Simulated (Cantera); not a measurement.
A perfectly stirred reactor is fed with 12.8 % CH4, 18.3 % O2, 68.8 % N2, at 500000 Pa; it is adiabatic with a 325 K inlet, and is followed from long to short residence time, starting on the burning branch (τ in s: 0.037, 0.022, 0.014, 0.0083, 0.0051, 0.0031, 0.0019, 0.0011, 0.0007, 0.00043, 0.00026, 0.00016, 9.6e-05).

Detailed kinetics in Cantera: GRI-Mech 3.0 (53 species, 325 reactions).

**Question.** Predict: blow-out, bracketed by the residence times tried; x(CH4) at τ = 37.0 ms; x(O2) at τ = 37.0 ms; x(C2H2) at τ = 37.0 ms; x(C2H4) at τ = 37.0 ms; x(HO2) at τ = 37.0 ms; x(CH4) at τ = 1.90 ms; x(O2) at τ = 1.90 ms; x(C2H2) at τ = 1.90 ms; x(C2H4) at τ = 1.90 ms; x(HO2) at τ = 1.90 ms.

**Answer.** 
```
Quantity                                                                         Value
------------------------------------------------  ------------------------------------
blow-out, bracketed by the residence times tried  burning at 0.430 ms, out at 0.260 ms
x(CH4) at τ = 37.0 ms                                                          0.00155
x(O2) at τ = 37.0 ms                                                          0.000264
x(C2H2) at τ = 37.0 ms                                                        0.000478
x(C2H4) at τ = 37.0 ms                                                         6.76e-6
x(HO2) at τ = 37.0 ms                                                          7.90e-8
x(CH4) at τ = 1.90 ms                                                          0.00491
x(O2) at τ = 1.90 ms                                                           0.00329
x(C2H2) at τ = 1.90 ms                                                         0.00224
x(C2H4) at τ = 1.90 ms                                                        0.000129
x(HO2) at τ = 1.90 ms                                                          1.43e-6
```
